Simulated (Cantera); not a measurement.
Hydrocarbon pyrolysis for carbon deposition

An isothermal, constant-pressure homogeneous reactor starts with C2H6 : N2 = 1 : 96 (molar parts), at 1025 K and 13300 Pa.

Computed with Cantera and GRI-Mech 3.0 (53 species, 325 reactions). GRI-Mech 3.0 stops at C3 and has no aromatics, soot or wall deposition, so with more carbon than oxygen in the feed, carbon stays in small species such as C2H2 where larger ones or solid carbon would form.

```tsv
t (s)	x C2H6	x CH2	x H2	x C2H2	x HCN	x C2H
1.00e-5	0.0103	<1e-12	<1e-12	<1e-12	<1e-12	<1e-12
3.32e-5	0.0103	<1e-12	<1e-12	<1e-12	<1e-12	<1e-12
0.000110	0.0103	<1e-12	1.16e-12	<1e-12	<1e-12	<1e-12
0.000367	0.0103	<1e-12	4.97e-11	<1e-12	<1e-12	<1e-12
0.00122	0.0103	<1e-12	2.08e-9	<1e-12	<1e-12	<1e-12
0.00405	0.0103	<1e-12	7.51e-8	<1e-12	<1e-12	<1e-12
0.0134	0.0103	<1e-12	2.21e-6	2.40e-11	<1e-12	<1e-12
0.0446	0.0103	1.69e-12	3.82e-5	7.00e-9	<1e-12	<1e-12
0.148	0.0100	4.90e-12	0.000285	4.13e-7	<1e-12	<1e-12
0.493	0.00907	4.82e-12	0.00119	7.37e-6	1.05e-12	<1e-12
1.64	0.00630	3.83e-12	0.00389	8.61e-5	1.49e-12	<1e-12
5.44	0.00162	1.29e-12	0.00884	0.000660	1.83e-12	<1e-12
18.1	0.000123	<1e-12	0.0114	0.00189	1.90e-12	<1e-12
60.0	2.33e-5	<1e-12	0.0126	0.00307	1.90e-12	<1e-12
```
x: mole fraction; the columns are a selection and need not sum to one.

Equilibrium at this temperature and pressure: C2H6 1.11e-6, CH2 <1e-12, H2 0.00944, C2H2 0.00135, HCN 0.00971, C2H <1e-12 (gas phase only).
